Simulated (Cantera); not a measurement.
Cantera run, input and output.

```python
import numpy as np
import cantera as ct

surf = ct.Interface("ptcombust.yaml", "Pt_surf")
gas = surf.adjacent["gas"]
gas.TPX = 750, 46000, {'CO': 0.0022, 'O2': 0.041, 'N2': 0.79}
surf.TP = 750, 46000
reactor = ct.FlowReactor(gas, clone=False)
reactor.area = 0.0001  # m2
reactor.surface_area_to_volume_ratio = 240  # 1/m
reactor.mass_flow_rate = 0.11 * reactor.area * gas.density  # inlet velocity 0.11 m/s
reactor.energy_enabled = False
wall = ct.ReactorSurface(surf, reactor, clone=False)
net = ct.ReactorNet([reactor])
net.rtol, net.atol = 1e-8, 1e-16
show, cover = ['CO', 'O2', 'H2O', 'CO2'], ['PT(S)', 'H(S)', 'O(S)', 'OH(S)', 'CO(S)', 'C(S)']

rows = []
print(f"{'z/m':>9s}{'u/(m/s)':>9s}" + "".join(f"{s:>13s}" for s in show + cover))
for z in [0.00028, 0.00049, 0.00087, 0.0016, 0.0028, 0.0049, 0.0087, 0.016, 0.028]:
    net.advance(z)
    rows.append([reactor.speed, *gas[show].X, *surf[cover].coverages])
    print(f"{z:9.4g}{rows[-1][0]:9.3g}" + "".join(f"{x:13.4e}" for x in rows[-1][1:]))
```

Result:

```
      z/m  u/(m/s)           CO           O2          H2O          CO2        PT(S)         H(S)         O(S)        OH(S)        CO(S)         C(S)
  0.00028     0.11   1.4267e-03   4.8630e-02  -1.4696e-28   1.2154e-03   4.6641e-02  -7.7717e-25   9.5279e-01  -4.0636e-19   5.6892e-04   2.7269e-17
  0.00049     0.11   1.0758e-03   4.8463e-02  -1.0486e-28   1.5667e-03   4.2656e-02  -6.9374e-25   9.5699e-01  -1.8502e-19   3.5731e-04   1.5594e-17
  0.00087     0.11   6.9863e-04   4.8284e-02  -1.1802e-28   1.9444e-03   3.9412e-02   4.5979e-24   9.6039e-01  -2.0741e-19   1.9741e-04   7.9323e-18
   0.0016     0.11   3.4052e-04   4.8113e-02   1.6135e-29   2.3029e-03   3.6974e-02   1.7329e-24   9.6294e-01   1.1142e-18   8.4468e-05   3.1756e-18
   0.0028     0.11   1.1647e-04   4.8006e-02   3.1723e-31   2.5273e-03   3.5676e-02   7.9874e-25   9.6430e-01   5.6791e-19   2.6864e-05   9.7316e-19
   0.0049     0.11   1.9440e-05   4.7960e-02   8.1259e-30   2.6244e-03   3.5158e-02   4.1708e-25   9.6484e-01   2.9684e-19   4.3522e-06   1.5528e-19
   0.0087     0.11   7.9757e-07   4.7951e-02   2.7260e-32   2.6431e-03   3.5062e-02   3.9723e-25   9.6494e-01   2.8645e-19   1.7756e-07   6.3170e-21
    0.016     0.11   1.7453e-09   4.7951e-02  -3.0709e-34   2.6439e-03   3.5057e-02   4.2571e-25   9.6494e-01   3.0702e-19   3.8844e-10   1.3818e-23
    0.028     0.11   7.3860e-14   4.7951e-02   1.0280e-33   2.6439e-03   3.5057e-02   4.7443e-25   9.6494e-01   3.4216e-19   1.6440e-14   5.8485e-28
```

Computed with Cantera and Deutschmann's 1995 Pt surface mechanism with GRI-Mech 3.0 gas chemistry. Catalytic surfaces can have several steady states; this one follows from the mechanism file's or the stated starting coverage. Mass transfer to the wall is taken as infinitely fast.
